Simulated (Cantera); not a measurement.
Input (Python, Cantera):

```python
import numpy as np
import cantera as ct

gas = ct.Solution("h2o2.yaml")
gas.TPX = 1423, 790, {'H2': 0.48, 'O2': 1}
reactor = ct.IdealGasConstPressureReactor(gas, energy="off", clone=False)
net = ct.ReactorNet([reactor])
net.rtol, net.atol = 1e-08, 1e-18
show = ['H2', 'O2', 'H2O2', 'O', 'OH']
times = np.geomspace(0.0001, 8, 15)

steps = ct.SolutionArray(gas, extra=["t"])
rows = []
print(f"{'t/s':>10s}{'T/K':>9s}{'P/Pa':>11s}" + "".join(f"{s:>11s}" for s in show))
for t in times:
    while net.time < t:
        t_next = net.step()
        steps.append(gas.state, t=t_next)
    rows.append([np.interp(t, steps.t, y) for y in (steps.T, steps.P, *steps(*show).X.T)])
    print(f"{t:10.3e}{rows[-1][0]:9.1f}{rows[-1][1]:11.4g}" + "".join(f"{x:11.3e}" for x in rows[-1][2:]))
rate = np.gradient(steps.T, steps.t)
print("integrator steps:", len(steps.t))
if steps.T.max() > steps.T[0] + 200:
    print(f"time of steepest temperature rise: {steps.t[rate.argmax()]:.4e} s")
gas.TPX = 1423, 790, {'H2': 0.48, 'O2': 1}
gas.equilibrate("TP")
print(f"equilibrium (TP): T = {gas.T:.1f} K  " + "  ".join(f"{s} {gas[s].X[0]:.3e}" for s in show))
```

Result:

```
       t/s      T/K       P/Pa         H2         O2       H2O2          O         OH
 1.000e-04   1423.0        790  3.243e-01  6.757e-01  1.656e-09  3.131e-07  2.524e-07
 2.240e-04   1423.0        790  3.243e-01  6.757e-01  7.980e-09  4.340e-06  3.454e-06
 5.017e-04   1423.0        790  3.194e-01  6.731e-01  3.032e-08  1.034e-03  8.173e-04
 1.124e-03   1423.0        790  2.518e-02  4.969e-01  1.708e-07  1.067e-01  2.498e-02
 2.517e-03   1423.0        790  2.372e-02  4.983e-01  1.698e-07  1.059e-01  2.451e-02
 5.638e-03   1423.0        790  2.298e-02  5.048e-01  1.765e-07  1.001e-01  2.427e-02
 1.263e-02   1423.0        790  2.116e-02  5.184e-01  1.900e-07  8.777e-02  2.360e-02
 2.828e-02   1423.0        790  1.677e-02  5.441e-01  2.098e-07  6.413e-02  2.152e-02
 6.335e-02   1423.0        790  8.794e-03  5.794e-01  2.046e-07  3.081e-02  1.607e-02
 1.419e-01   1423.0        790  2.333e-03  6.031e-01  1.298e-07  7.839e-03  8.433e-03
 3.178e-01   1423.0        790  4.322e-04  6.103e-01  5.716e-08  1.439e-03  3.651e-03
 7.119e-01   1423.0        790  9.118e-05  6.120e-01  2.357e-08  3.033e-04  1.681e-03
 1.595e+00   1423.0        790  2.457e-05  6.125e-01  1.030e-08  8.179e-05  8.736e-04
 3.572e+00   1423.0        790  8.402e-06  6.127e-01  5.247e-09  2.800e-05  5.113e-04
 8.000e+00   1423.0        790  4.243e-06  6.127e-01  3.726e-09  1.415e-05  3.635e-04
integrator steps: 1730
equilibrium (TP): T = 1423.0 K  H2 3.578e-06  O2 6.128e-01  H2O2 3.497e-09  O 1.193e-05  OH 3.338e-04
```

Model: the H2/O2 subset of GRI-Mech 3.0, which has no nitrogen chemistry, integrated in Cantera. Radical loss at walls, strong at low pressure, is not modelled. The temperature is held fixed by assumption; the heat of reaction is taken as removed at once.
